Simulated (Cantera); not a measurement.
Feed: 1 mol c-C4F8, 1.2 mol CH4, held at 0.133 bar.

Equilibrium computed with Cantera from the NASA thermochemical tables; the gas is ideal and each condensed phase is pure. Candidate condensed phases: C, C6H6, C7H8, C8H18; 95 gas species. The feed counts by its element totals alone. Gases not in the tables: C2F6 and larger saturated fluorocarbons. The numbers say what is thermodynamically allowed, not how fast it happens. All values below are at 948 K.

Base state: HF 0.857, CF4 0.143 (mole fractions); condensed: C(graphite).

### Question
What changes in the equilibrium state with this change: CH4 from 1.2 to 0.091 mol?

### Answer
```tsv
species	before	after
CF4	0.143	0.840
HF	0.857	0.160
C(graphite), mol	4.40	2.18
```
